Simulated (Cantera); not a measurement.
A closed system holds: 1 mol PH₃, 0.36 mol O₂, 8.3 mol H₂, at 1523.15 K and 100000 Pa.

Method: chemical equilibrium by Gibbs-energy minimisation in Cantera with the NASA 1993 tables (ideal gas, pure condensed phases). Gases not in the tables: HPO₂, HPO₃ and P₄O₆. Equilibrium is a limit: real reactors are often held back by kinetics, nucleation or transport.

| species | before | after |
|---|---|---|
| H₂ | 0.883 | 0.934 |
| P₂ | 0.0447 | 0.0449 |
| H₂O | 0.0693 | 0.0191 |
| PO | 0.000505 | 0.000132 |
| PO₂ | 0.000104 | 7.12e-6 |
| PH₃ | 0.000111 | 0.000121 |
| H | 2.18e-5 | 2.24e-5 |
| P₄ | 0.00178 | 0.00180 |
Gas species are given as mole fractions.

What was changed between the two runs?
(A) O₂ from 0.36 to 0.099 mol
(B) temperature from 1523.15 K to 2925 K
(C) O₂ from 0.36 to 4.5 mol
(D) temperature from 1523.15 K to 2300 K

A, O₂ from 0.36 to 0.099 mol
